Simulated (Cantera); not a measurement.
An adiabatic, constant-pressure homogeneous reactor starts with CH4 : CO : O2 : N2 : CO2 = 1 : 0.043 : 0.879 : 3.6 : 0.7 (molar parts), at 1675 K and 1.50 bar. Integrator tolerance rtol = 1e-08.

Detailed kinetics in Cantera: GRI-Mech 3.0 (53 species, 325 reactions).

**Question.** What does this change do: pressure from 1.50 bar to 10.0 bar?

**Answer.** 
```tsv
quantity	before	after
time of steepest temperature rise	0.311 ms	75.8 µs
temperature at 4.00 s	2359 K	2375 K
equilibrium temperature	2359 K	2375 K
x(CH4) at 4.00 s	2.65e-11 (gas-phase equilibrium 2.97e-11)	1.11e-9 (gas-phase equilibrium 1.24e-9)
x(CO) at 4.00 s	0.193 (gas-phase equilibrium 0.193)	0.193 (gas-phase equilibrium 0.193)
x(O2) at 4.00 s	9.72e-6 (gas-phase equilibrium 9.72e-6)	1.74e-6 (gas-phase equilibrium 1.74e-6)
x(C2H4) at 4.00 s	<1e-12 (gas-phase equilibrium <1e-12)	<1e-12 (gas-phase equilibrium <1e-12)
x(C2H2) at 4.00 s	<1e-12 (gas-phase equilibrium <1e-12)	1.58e-12 (gas-phase equilibrium 1.73e-12)
x(H2O) at 4.00 s	0.153 (gas-phase equilibrium 0.153)	0.154 (gas-phase equilibrium 0.154)
x(OH) at 4.00 s	0.000838 (gas-phase equilibrium 0.000838)	0.000360 (gas-phase equilibrium 0.000360)
```

**Question.** What does this change do: pressure from 1.50 bar to 3.30 bar?

**Answer.** 
```json
[
 {"quantity": "time of steepest temperature rise", "before": "0.311 ms", "after": "0.173 ms"},
 {"quantity": "temperature at 4.00 s", "before": "2359 K", "after": "2367 K"},
 {"quantity": "equilibrium temperature", "before": "2359 K", "after": "2367 K"},
 {"quantity": "x(CH4) at 4.00 s", "before": "2.65e-11 (gas-phase equilibrium 2.97e-11)", "after": "1.24e-10 (gas-phase equilibrium 1.39e-10)"},
 {"quantity": "x(CO) at 4.00 s", "before": "0.193 (gas-phase equilibrium 0.193)", "after": "0.193 (gas-phase equilibrium 0.193)"},
 {"quantity": "x(O2) at 4.00 s", "before": "9.72e-6 (gas-phase equilibrium 9.72e-6)", "after": "4.84e-6 (gas-phase equilibrium 4.84e-6)"},
 {"quantity": "x(C2H4) at 4.00 s", "before": "<1e-12 (gas-phase equilibrium <1e-12)", "after": "<1e-12 (gas-phase equilibrium <1e-12)"},
 {"quantity": "x(C2H2) at 4.00 s", "before": "<1e-12 (gas-phase equilibrium <1e-12)", "after": "<1e-12 (gas-phase equilibrium <1e-12)"},
 {"quantity": "x(H2O) at 4.00 s", "before": "0.153 (gas-phase equilibrium 0.153)", "after": "0.154 (gas-phase equilibrium 0.154)"},
 {"quantity": "x(OH) at 4.00 s", "before": "0.000838 (gas-phase equilibrium 0.000838)", "after": "0.000596 (gas-phase equilibrium 0.000596)"}
]
```
